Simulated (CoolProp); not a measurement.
Vapour pressure (MPa) of dodecamethylcyclohexasiloxane (D6): the reference equation beside estimates from Tc = 645.8 K, pc = 0.9614 MPa, ω = 0.736. Clausius-Clapeyron is anchored at 484.7 K with a constant enthalpy of vaporisation of 48.35 kJ/mol.

Computed with CoolProp (reference Helmholtz-energy equation of state, Colonna 2008). It is a short technical equation, of lower accuracy than the large ones.

```json
[
 {"T (K)": "457", "reference": "(withheld)", "Lee-Kesler": "0.02063", "Clausius-Clapeyron": "0.02185", "Redlich-Kwong": "0.09213", "Soave-Redlich-Kwong": "0.02073", "Peng-Robinson": "0.02159"},
 {"T (K)": "470.8", "reference": "0.03095", "Lee-Kesler": "0.03107", "Clausius-Clapeyron": "0.03173", "Redlich-Kwong": "0.1174", "Soave-Redlich-Kwong": "0.03131", "Peng-Robinson": "0.03228"},
 {"T (K)": "484.7", "reference": "0.04522", "Lee-Kesler": "0.04552", "Clausius-Clapeyron": "0.04522", "Redlich-Kwong": "0.1475", "Soave-Redlich-Kwong": "0.04602", "Peng-Robinson": "0.04704"},
 {"T (K)": "498.5", "reference": "0.06416", "Lee-Kesler": "0.06474", "Clausius-Clapeyron": "0.06304", "Redlich-Kwong": "0.1824", "Soave-Redlich-Kwong": "0.06565", "Peng-Robinson": "0.06663"},
 {"T (K)": "512.4", "reference": "0.08910", "Lee-Kesler": "0.09009", "Clausius-Clapeyron": "0.08651", "Redlich-Kwong": "0.2230", "Soave-Redlich-Kwong": "0.09165", "Peng-Robinson": "0.09246"},
 {"T (K)": "526.3", "reference": "0.1211", "Lee-Kesler": "0.1227", "Clausius-Clapeyron": "0.1167", "Redlich-Kwong": "0.2695", "Soave-Redlich-Kwong": "(withheld)", "Peng-Robinson": "0.1257"},
 {"T (K)": "540.1", "reference": "0.1613", "Lee-Kesler": "0.1635", "Clausius-Clapeyron": "(withheld)", "Redlich-Kwong": "(withheld)", "Soave-Redlich-Kwong": "0.1673", "Peng-Robinson": "0.1673"},
 {"T (K)": "554", "reference": "0.2117", "Lee-Kesler": "0.2146", "Clausius-Clapeyron": "0.2029", "Redlich-Kwong": "0.3810", "Soave-Redlich-Kwong": "0.2201", "Peng-Robinson": "0.2195"},
 {"T (K)": "567.9", "reference": "(withheld)", "Lee-Kesler": "0.2775", "Clausius-Clapeyron": "0.2623", "Redlich-Kwong": "0.4471", "Soave-Redlich-Kwong": "(withheld)", "Peng-Robinson": "0.2836"},
 {"T (K)": "581.7", "reference": "0.3492", "Lee-Kesler": "0.3535", "Clausius-Clapeyron": "0.3344", "Redlich-Kwong": "0.5200", "Soave-Redlich-Kwong": "0.3632", "Peng-Robinson": "0.3609"},
 {"T (K)": "595.6", "reference": "0.4412", "Lee-Kesler": "0.4460", "Clausius-Clapeyron": "0.4223", "Redlich-Kwong": "0.6010", "Soave-Redlich-Kwong": "0.4576", "Peng-Robinson": "0.4546"},
 {"T (K)": "609.4", "reference": "0.5514", "Lee-Kesler": "0.5563", "Clausius-Clapeyron": "0.5268", "Redlich-Kwong": "0.6893", "Soave-Redlich-Kwong": "0.5688", "Peng-Robinson": "0.5655"}
]
```

Question: Some entries are withheld; supply them.

Answer: 
- 457, reference: 0.02060
- 526.3, Soave-Redlich-Kwong: 0.1252
- 540.1, Clausius-Clapeyron: 0.1548
- 540.1, Redlich-Kwong: 0.3217
- 567.9, reference: 0.2738
- 567.9, Soave-Redlich-Kwong: 0.2850

Absolute difference from the reference over all 12 rows, mean and median: Lee-Kesler 1.0 and 1.1 %, Clausius-Clapeyron 3.5 and 4.1 %, Redlich-Kwong 138.6 and 111.0 %, Soave-Redlich-Kwong 2.9 and 3.3 %, Peng-Robinson 3.7 and 3.7 %.
